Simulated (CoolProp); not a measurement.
Saturated liquid density (kg/m³) of hydrogen sulfide: the reference equation beside estimates from Tc = 100.0 °C, pc = 8.999 MPa, ω = 0.101.

Computed with CoolProp (reference Helmholtz-energy equation of state, Lemmon 2006). It is a short technical equation, of lower accuracy than the large ones.

| T (°C) | reference | Redlich-Kwong | Peng-Robinson |
|---|---|---|---|
| -79.15 | 981.7 | 950.3 | 1070 |
| -68.15 | 962.9 | 931.6 | 1052 |
| -57.25 | 943.8 | 912.0 | 1032 |
| -46.25 | 924.1 | 891.2 | 1011 |
| -35.25 | 903.8 | 869.2 | 988.6 |
| -24.35 | 882.9 | (withheld) | 964.6 |
| -13.35 | 861.0 | 821.3 | (withheld) |
| -2.35 | 838.1 | 794.9 | 910.6 |
| 8.55 | 814.2 | 767.0 | 880.5 |
| 19.55 | 788.6 | 736.8 | 847.4 |
| 30.45 | 761.3 | 704.5 | 811.4 |
| 41.45 | 731.5 | (withheld) | 771.2 |
| 52.45 | 698.4 | 629.9 | 726.1 |

Problem. Complete the blanks.

Solution. 
- -24.35, Redlich-Kwong: 846.1
- -13.35, Peng-Robinson: 938.7
- 41.45, Redlich-Kwong: 669.0

Absolute difference from the reference over all 13 rows, mean and median: Redlich-Kwong 5.3 and 4.6 %, Peng-Robinson 8.1 and 9.0 %.
